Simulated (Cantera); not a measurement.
Input: 1 mol AlN, 0.5 mol H2O, 14 mol H2, 0.63 mol Cl2, equilibrated at 18.0 mbar.

Equilibrium computed with Cantera from the NASA thermochemical tables; the gas is ideal and each condensed phase is pure. Candidate condensed phases: Al, AlCl3, AlN, Al2O3, H2O, NH4Cl; 45 gas species. The tables' values for AlCl2 are old estimates; treat these amounts as uncertain. Equilibrium is a limit: real reactors are often held back by kinetics, nucleation or transport. All values below are at 1800 K.

Base state: H2 0.890, AlCl 0.0395, HCl 0.0345, N2 0.0313, H 0.00252, AlCl2 0.00198, AlCl3 0.000304, Cl 7.48e-5 (mole fractions); condensed: Al2O3(s).

### Question
What changes in the equilibrium state with this change: Cl2 from 0.63 to 1.5 mol?

### Answer
```
species          before     after
-------------  --------  --------
H2                0.890     0.801
HCl              0.0345     0.126
AlCl             0.0395    0.0305
N2               0.0313    0.0299
AlCl3          0.000304   0.00348
Al              3.53e-5   7.09e-6
Cl              7.48e-5  0.000288
AlCl2           0.00198   0.00588
Al2O3(s), mol     0.166     0.166
```
